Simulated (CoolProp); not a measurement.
Properties of R143a at several states (Tc = 345.9 K, pc = 3.762 MPa, ω = 0.261).

The numbers come from the reference Helmholtz-energy equation of state, Lemmon and Jacobsen 2000 in CoolProp.

```
T (K)  p (MPa)   phase  cp (kJ/(kg K))  Joule-Thomson coefficient (K/MPa)
-----  -------  ------  --------------  ---------------------------------
480.1    0.114     gas           1.252                              4.571
208.9     6.63  liquid           1.268                            -0.3731
398.6    0.943     gas           1.169                              7.789
206.8   0.0143     gas          0.7479                              86.42
```
